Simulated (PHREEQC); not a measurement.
## Ultrapure water in contact with air or piping: an equilibrium model

A made-up water analysis in mmol/kgw, 15 °C, pH 6.63, pe -1: Na 0.00313; K 0.00132; Ca 0.00716; Mg 0.0058; Cl 0.00781; S(6) 0.00556; Alkalinity (meq/kgw) 0.0114; Zn 1.87e-05; Br 2.71e-05.

Valence states are taken as typed.

The numbers come from PHREEQC with the ion-association model, phreeqc.dat.

Precipitation was switched off in this run.

**Question.** Predict the charge-balance error.

**Answer.** charge-balance error 0.1 %.

**Question.** In which forms is C present?

**Answer.** HCO3- 62 %, CO2 38 % of the C.
